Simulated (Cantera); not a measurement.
An adiabatic, constant-pressure homogeneous reactor starts with CH4 : C2H6 : O2 : N2 : H2O = 1 : 0.17 : 2.98 : 11.2 : 0.54 (molar parts), equivalence ratio 0.87, at 1698 K and 0.220 bar. Integrator tolerance rtol = 1e-08.

Detailed kinetics in Cantera: GRI-Mech 3.0 (53 species, 325 reactions).

```csv
quantity,before,after
time of steepest temperature rise,0.168 ms,50.7 µs
temperature at 2.00 s,2627 K,2737 K
equilibrium temperature,2627 K,2737 K
x(CH4) at 2.00 s,<1e-12 (gas-phase equilibrium <1e-12),<1e-12 (gas-phase equilibrium <1e-12)
x(C2H6) at 2.00 s,<1e-12 (gas-phase equilibrium <1e-12),<1e-12 (gas-phase equilibrium <1e-12)
x(O2) at 2.00 s,0.0358 (gas-phase equilibrium 0.0358),0.0327 (gas-phase equilibrium 0.0327)
x(NO) at 2.00 s,0.0108 (gas-phase equilibrium 0.0108),0.0123 (gas-phase equilibrium 0.0123)
x(CH2) at 2.00 s,<1e-12 (gas-phase equilibrium <1e-12),<1e-12 (gas-phase equilibrium <1e-12)
```

### Question
What was changed between the two runs?
(A) initial temperature 1698 to 1375 K
(B) N2 11.2 to 22 parts
(C) C2H6 0.17 to 0.26 parts
(D) pressure from 0.220 bar to 1.00 bar

### Answer
D, pressure from 0.220 bar to 1.00 bar
